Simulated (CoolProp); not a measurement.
Vapour pressure (MPa) of CHF3 (R23): the reference equation beside estimates from Tc = 299.3 K, pc = 4.832 MPa, ω = 0.263. Clausius-Clapeyron is anchored at 217.2 K with a constant enthalpy of vaporisation of 15.13 kJ/mol.

Values from CoolProp's reference Helmholtz-energy equation of state, Penoncello 2003.

```csv
T (K),reference,Clausius-Clapeyron,Redlich-Kwong,Soave-Redlich-Kwong,Peng-Robinson
202.5,0.1874,0.2031,…,0.1864,0.1866
207.4,…,0.2511,…,…,0.2377
212.3,0.3001,0.3074,0.4720,0.3004,0.2990
217.2,0.3730,0.3730,0.5687,…,0.3719
222,0.4569,0.4471,…,0.4599,0.4558
226.9,…,0.5336,0.8003,0.5615,0.5557
231.8,0.6718,…,0.9394,0.6793,0.6715
236.7,0.8043,0.7437,1.094,0.8148,0.8047
```

Fill in the missing entries.


- 202.5, Redlich-Kwong: 0.3150
- 207.4, reference: 0.2387
- 207.4, Redlich-Kwong: 0.3877
- 207.4, Soave-Redlich-Kwong: 0.2382
- 217.2, Soave-Redlich-Kwong: 0.3745
- 222, Redlich-Kwong: 0.6763
- 226.9, reference: 0.5565
- 231.8, Clausius-Clapeyron: 0.6322

Absolute difference from the reference over all 8 rows, mean and median: Clausius-Clapeyron 4.5 and 4.7 %, Redlich-Kwong 51.0 and 50.2 %, Soave-Redlich-Kwong 0.7 and 0.6 %, Peng-Robinson 0.2 and 0.3 %.
